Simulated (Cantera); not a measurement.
A closed system holds: 1 mol CH3F, 0.1 mol HCl, 0.63 mol H2, held at 59.0 mbar.

Cantera equilibrium calculation (NASA polynomials, part measured and part estimated; ideal gas, pure solids and liquids). Candidate condensed phases: C, C6H6, C7H8, C8H18; 135 gas species. Ions and electrons are included (thermal ionisation). Equilibrium is a limit: real reactors are often held back by kinetics, nucleation or transport.

What share of the C ends up in condensed phases as a function of T (°C), at 2227, 2727, 3227, 3727, 4227, 4727?


```json
[
 {"T (°C)": "2227", "C condensed (%)": "96.7", "as": "C(graphite)"},
 {"T (°C)": "2727", "C condensed (%)": "78.1", "as": "C(graphite)"},
 {"T (°C)": "3227", "C condensed (%)": "0.0", "as": "-"},
 {"T (°C)": "3727", "C condensed (%)": "0.0", "as": "-"},
 {"T (°C)": "4227", "C condensed (%)": "0.0", "as": "-"},
 {"T (°C)": "4727", "C condensed (%)": "0.0", "as": "-"}
]
```
